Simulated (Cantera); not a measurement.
Input (Python, Cantera) and output of one run.

```python
import numpy as np
import cantera as ct

gas_names = """
    B BH BH2 BH3 BN B2 H H2 N NH NH2 NH3 N2 N2H2 N2H4
""".split()
cond_names = """
    B(b) B(L) BN(s)
""".split()


def load(file, names, dense=False):
    # The tables refer to 1 bar. Condensed volumes are neglected.
    table = {s.name: s for s in ct.Species.list_from_file(file)}
    out = []
    for n in names:
        d = dict(table[n].input_data)
        d["thermo"] = dict(d["thermo"], **{"reference-pressure": 1e5})
        if dense:
            d["equation-of-state"] = {"model": "constant-volume", "density": "1e6 g/cm^3"}
        out.append(ct.Species.from_dict(d))
    return out


gas = ct.Solution(thermo="ideal-gas", species=load("nasa_gas.yaml", gas_names))
cond = {s.name: ct.Solution(thermo="fixed-stoichiometry", species=[s], name=s.name)
        for s in load("nasa_condensed.yaml", cond_names, dense=True)}
atoms = {
    'B': {'B': 1},
    'NH3': {'N': 1, 'H': 3},
    'N2': {'N': 2},
}
top_T = {'BN(s)': 3200}  # K; cautious upper limits of use, not melting points


def equilibrate(T, P, feed):
    n = {}
    for name, mol in feed.items():
        for a, k in atoms[name].items():
            n[a] = n.get(a, 0.0) + k * mol
    gas.TPX = T, P, n
    mass = sum(n.values()) * gas.mean_molecular_weight
    gas.equilibrate("TP")
    valid = [c for c in cond.values() if c.min_temp <= T <= top_T.get(c.name, c.max_temp)]
    mix = ct.Mixture([(gas, mass / gas.mean_molecular_weight)] + [(c, 0.0) for c in valid])
    mix.T, mix.P = T, P
    mix.equilibrate("TP", solver="vcs", rtol=1e-11, max_steps=5000)
    return mix


results = []
feed = {'B': 1, 'NH3': 4.9, 'N2': 46}  # mol
T = 1298  # K
P = 1000  # Pa
mix = equilibrate(T, P, feed)
results.append((T, P, feed, dict(zip(mix.species_names, mix.species_moles))))
print(gas.report(threshold=1e-06))
for i in range(1, mix.n_phases):
    print(f"{mix.phase(i).name:16s} {mix.phase_moles(i):12.5e} mol")
```

Output:

```
       temperature   1298 K
          pressure   1000 Pa
           density   0.0022756 kg/m^3
  mean mol. weight   24.559 kg/kmol
   phase of matter   gas

                          1 kg             1 kmol
                     ---------------   ---------------
          enthalpy         1.271e+06        3.1213e+07  J
   internal energy        8.3152e+05        2.0421e+07  J
           entropy             10998        2.7011e+05  J/K
    Gibbs function       -1.3005e+07       -3.1938e+08  J
 heat capacity c_p            1372.6             33709  J/K
 heat capacity c_v              1034             25394  J/K

                      mass frac. Y      mole frac. X     chem. pot. / RT
                     ---------------   ---------------   ---------------
                 H        1.6034e-07        3.9064e-06           -12.408
                H2           0.01091           0.13291           -24.815
                N2           0.98909           0.86709           -30.327
     [  +12 minor]        3.9131e-08        5.6427e-08

B(b)              0.00000e+00 mol
BN(s)             1.00000e+00 mol
```

These are equilibrium values from Cantera (NASA tables, ideal gas, pure condensed phases), not measurements of a reactor.
